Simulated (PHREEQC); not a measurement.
Dissolve 4.2 mmol/kgw Pb(NO3)2, 13 mmol/kgw KNO3 and 31 mmol/kgw Zn(NO3)2 at 5 °C and 50 atm. Closed to the air; pH follows from the charge balance.

Equilibrium calculation in PHREEQC: ion-association model, phreeqc.dat.

The ionic strength comes out as 0.116 mol/kgw. What activity coefficients do PbNO3+, Pb+2, NO3-, K+, PbOH+ get?

PbNO3+ 0.78, Pb+2 0.37, NO3- 0.75, K+ 0.76, PbOH+ 0.78.

This is a speciation only: nothing precipitates in the calculation. Complexes and solids missing from the database can't appear. Under pressure, the constants of complexes without a molar volume in the database are unreliable. Constants without temperature data keep their 25 °C values here.
